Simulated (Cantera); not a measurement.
Source: NASA polynomial tables (part measured, part estimated), evaluated in Cantera. Values are per mole of reaction as written; species without (g) are pure solids or liquids, kept so even where they would boil at 1 bar. The tables' values for SiF2 are old estimates.

a) C + F2(g) = CF2(g)
b) Cu + F2(g) = CuF2
c) Si + F2(g) = SiF2(g)
d) 0.5 C + F2(g) = 0.5 CF4(g)

Question: Order these by ΔG° at 500 K, most negative first.

Answer: c (-605 kJ), b (-460 kJ), d (-429 kJ), a (-198 kJ)
